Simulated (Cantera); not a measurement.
**Carbothermic reduction: SiO2 + CH4 + CO**

Feed: 1 mol SiO2, 2 mol CH4, 0.061 mol CO, at 3.80 bar.

Equilibrium computed with Cantera from the NASA thermochemical tables; the gas is ideal and each condensed phase is pure. Candidate condensed phases: C, C6H6, C7H8, C8H18, H2O, Si, SiC, SiO2; 123 gas species. Mutual solubility and eutectic melting of coexisting phases are not modelled. The tables hold silica as quartz up to 1696 K and as liquid above; real silica turns to tridymite and cristobalite and melts near 1996 K. The numbers say what is thermodynamically allowed, not how fast it happens.

From 925 K to 1525 K the condensed part is C(graphite) + SiO2(β-quartz). At 1625 K the condensed part is C(graphite) + SiC(s) + SiO2(β-quartz). At 1725 K the condensed part is C(graphite) + SiC(s) + SiO2(condensed). From 1825 K to 1925 K the condensed part is SiC(s) + SiO2(condensed).

| T (K) | log p H2 | log p CH4 | log p CO | log p H2O | log p SiO | n C(graphite) | n SiO2(β-quartz) | n SiC(s) | n SiO2(condensed) |
|---|---|---|---|---|---|---|---|---|---|
| 925 | 0.38 | 0.12 | -1.78 | -1.23 | <-11 | 1.02 | 1.00 | 0 | 0 |
| 1025 | 0.48 | -0.17 | -1.43 | -1.52 | <-11 | 1.41 | 1.00 | 0 | 0 |
| 1125 | 0.53 | -0.48 | -1.29 | -1.95 | <-11 | 1.68 | 1.00 | 0 | 0 |
| 1225 | 0.55 | -0.78 | -1.25 | -2.41 | -10.06 | 1.83 | 1.00 | 0 | 0 |
| 1325 | 0.56 | -1.05 | -1.24 | -2.83 | -7.88 | 1.91 | 1.00 | 0 | 0 |
| 1425 | 0.57 | -1.29 | -1.24 | -3.19 | -6.00 | 1.95 | 1.000 | 0 | 0 |
| 1525 | 0.57 | -1.50 | -1.24 | -3.51 | -4.37 | 1.97 | 1.000 | 0 | 0 |
| 1625 | 0.56 | -1.71 | -0.85 | -3.41 | -3.35 | 1.84 | 0.953 | 0.0467 | 0 |
| 1725 | 0.52 | -1.97 | -0.30 | -3.16 | -2.65 | 1.16 | 0 | 0.274 | 0.723 |
| 1825 | 0.45 | -2.38 | -0.01 | -3.03 | -1.97 | 0 | 0 | 0.660 | 0.325 |
| 1925 | 0.44 | -2.82 | -0.01 | -2.95 | -1.28 | 0 | 0 | 0.641 | 0.284 |
log p: log10 of the partial pressure in bar; n: condensed amount in mol.
